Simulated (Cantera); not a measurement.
Input (Python, Cantera) and output of one run.

```python
import numpy as np
import cantera as ct

gas_names = """
    H HNO HNO2 HNO3 HO2 H2 H2O H2O2 N NH NH2 NH3 NH2OH NO NO2 NO3 N2 N2H2 N2H4 N2O O OH O2 O3 Pb PbO Pb2
""".split()
cond_names = """
    H2O(s) H2O(L) Pb(cr) Pb(L) PbO(rd) PbO(yw) PbO(L) PbO2(s) Pb3O4(s)
""".split()


# ... load() reads the species with a 1 bar reference pressure and builds the phases ...
atoms = {
    'PbO': {'Pb': 1, 'O': 1},
    'H2': {'H': 2},
    'N2': {'N': 2},
}
top_T = {'Pb3O4(s)': 820}  # K; cautious upper limits of use, not melting points


# ... equilibrate(T, P, feed) seeds the gas with the atoms and calls Mixture.equilibrate('TP', solver="vcs", rtol=1e-11, max_steps=5000) ...
results = []
feed = {'PbO': 1, 'H2': 8.3, 'N2': 1.2}  # mol
P = 3300  # Pa
for T in [1025, 1125, 1225, 1325, 1425, 1525, 1625]:
    mix = equilibrate(T, P, feed)
    results.append((T, P, feed, dict(zip(mix.species_names, mix.species_moles))))
    x = sorted(zip(gas.X, gas.species_names), reverse=True)
    print(f"T = {T:g} K  P = {P:g} Pa  gas = {mix.phase_moles(0):.4g} mol")
    print("   x: " + "  ".join(f"{s} {v:.3e}" for v, s in x if v > 0.001))
    print("   condensed (mol): " + ("  ".join(f"{mix.phase(i).name} {mix.phase_moles(i):.4g}"
          for i in range(1, mix.n_phases) if mix.phase_moles(i) > 1e-12) or "none"))
```

Output:

```
T = 1025 K  P = 3300 Pa  gas = 9.508 mol
   x: H2 7.678e-01  N2 1.262e-01  H2O 1.052e-01
   condensed (mol): Pb(L) 0.992
T = 1125 K  P = 3300 Pa  gas = 9.555 mol
   x: H2 7.640e-01  N2 1.256e-01  H2O 1.047e-01  Pb 5.734e-03
   condensed (mol): Pb(L) 0.9452
T = 1225 K  P = 3300 Pa  gas = 9.777 mol
   x: H2 7.467e-01  N2 1.227e-01  H2O 1.023e-01  Pb 2.832e-02
   condensed (mol): Pb(L) 0.7231
T = 1325 K  P = 3300 Pa  gas = 10.5 mol
   x: H2 6.952e-01  N2 1.143e-01  H2O 9.524e-02  Pb 9.522e-02
   condensed (mol): none
T = 1425 K  P = 3300 Pa  gas = 10.5 mol
   x: H2 6.952e-01  N2 1.143e-01  H2O 9.523e-02  Pb 9.522e-02
   condensed (mol): none
T = 1525 K  P = 3300 Pa  gas = 10.5 mol
   x: H2 6.952e-01  N2 1.143e-01  H2O 9.523e-02  Pb 9.522e-02
   condensed (mol): none
T = 1625 K  P = 3300 Pa  gas = 10.5 mol
   x: H2 6.950e-01  N2 1.143e-01  H2O 9.521e-02  Pb 9.521e-02
   condensed (mol): none
```

Method: chemical equilibrium by Gibbs-energy minimisation in Cantera with the NASA 1993 tables (ideal gas, pure condensed phases).
